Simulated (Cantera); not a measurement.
Cantera run:

```python
import numpy as np
import cantera as ct

gas_names = """
    Cs CsO CsOH Cs2 Cs2O Cs2O2H2 H HO2 H2 H2O H2O2 O OH O2 O3
""".split()
cond_names = """
    Cs(cr) Cs(L) CsOH(a) CsOH(b) CsOH(c) CsOH(L) H2O(s) H2O(L)
""".split()


# ... load() reads the species with a 1 bar reference pressure and builds the phases ...
atoms = {
    'CsOH': {'Cs': 1, 'O': 1, 'H': 1},
    'H2': {'H': 2},
    'H2O': {'H': 2, 'O': 1},
}
top_T = {}  # K; cautious upper limits of use, not melting points


# ... equilibrate(T, P, feed) seeds the gas with the atoms and calls Mixture.equilibrate('TP', solver="vcs", rtol=1e-11, max_steps=5000) ...
results = []
feed = {'CsOH': 1, 'H2': 1.3, 'H2O': 0.037}  # mol
P = 13000  # Pa
for T in [1225, 1325, 1425, 1525, 1625, 1725, 1825, 1925, 2025]:
    mix = equilibrate(T, P, feed)
    results.append((T, P, feed, dict(zip(mix.species_names, mix.species_moles))))

top = {s: max(r[3][s] / sum(r[3][g] for g in gas_names) for r in results) for s in gas_names}
cols = sorted((s for s in top if top[s] > 0.001), key=lambda s: -top[s])[:9]
seen = [c for c in cond_names if any(r[3].get(c, 0) > 1e-12 for r in results)]
print("log10 of partial pressures in bar; condensed amounts in mol")
print(f"{'T/K':>10s}" + "".join(f"{s[:9]:>10s}" for s in cols + seen))
for T, P, feed, n in results:
    ng = sum(n[g] for g in gas_names)
    print(f"{T:10.4g}" + "".join(f"{np.log10(max(n[s] / ng * P / 1e5, 1e-99)):10.3f}" for s in cols)
          + "".join(f"{n.get(c, 0):10.4g}" for c in seen))
```

Output:

```
log10 of partial pressures in bar; condensed amounts in mol
       T/K        H2      CsOH       H2O        Cs         H   Cs2O2H2
      1225    -1.184    -1.354    -1.956    -2.043    -7.099    -3.613
      1325    -1.201    -1.389    -1.851    -1.917    -6.387    -4.239
      1425    -1.218    -1.430    -1.766    -1.818    -5.775    -4.799
      1525    -1.236    -1.475    -1.696    -1.740    -5.244    -5.303
      1625    -1.252    -1.522    -1.639    -1.677    -4.778    -5.760
      1725    -1.269    -1.571    -1.593    -1.626    -4.366    -6.176
      1825    -1.284    -1.620    -1.554    -1.584    -3.998    -6.559
      1925    -1.299    -1.670    -1.523    -1.550    -3.669    -6.911
      2025    -1.313    -1.719    -1.498    -1.523    -3.372    -7.237
```

Equilibrium computed with Cantera from the NASA thermochemical tables; the gas is ideal and each condensed phase is pure.
